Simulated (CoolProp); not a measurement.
Properties of C2F6 (R116) along the isobar 2.87 MPa.

The numbers come from the reference Helmholtz-energy equation of state, Lemmon 2006 in CoolProp. It is a short technical equation, of lower accuracy than the large ones.

| T (K) | phase | isothermal compressibility (1/MPa) | expansivity (1/kK) | viscosity (µPa s) | Prandtl number | fugacity coefficient |
|---|---|---|---|---|---|---|
| 199.3 | liquid | 0.002959 | 2.702 | 414 | 5.14 | … |
| 211.8 | liquid | 0.003736 | 2.965 | 334 | 4.58 | 0.08484 |
| 224.2 | liquid | 0.004839 | 3.313 | 273 | 4.16 | 0.1366 |
| 236.7 | liquid | 0.006531 | 3.803 | 224 | 3.82 | … |
| 249.2 | liquid | … | 4.536 | 182 | 3.56 | … |
| 261.6 | liquid | 0.01467 | 5.759 | 146 | 3.36 | 0.3969 |
| 274.1 | liquid | 0.02813 | 8.381 | … | 3.26 | 0.5139 |
| 286.6 | liquid | 0.1103 | 20.70 | 76.7 | 3.70 | 0.6373 |
| 299 | gas | 0.7859 | 21.70 | 18.4 | 1.26 | 0.7120 |
| 311.5 | gas | 0.5709 | 11.84 | 17.9 | 1.03 | 0.7534 |
| 324 | gas | 0.4967 | 8.591 | 18.1 | 0.956 | 0.7867 |
| 336.5 | gas | 0.4572 | 6.900 | 18.5 | 0.922 | 0.8144 |
| 348.9 | gas | 0.4325 | 5.847 | 19.0 | 0.901 | 0.8378 |

### Question
Fill in the missing entries.

### Answer

- 199.3, fugacity coefficient: 0.04835
- 236.7, fugacity coefficient: 0.2063
- 249.2, isothermal compressibility (1/MPa): 0.009345
- 249.2, fugacity coefficient: 0.2938
- 274.1, viscosity (µPa s): 113

Viscosity comes from a separate model (Huber 2003), an estimate that may be off by 10 % or more. Thermal conductivity comes from a separate model (Huber 2003), an estimate that may be off by 10 % or more.
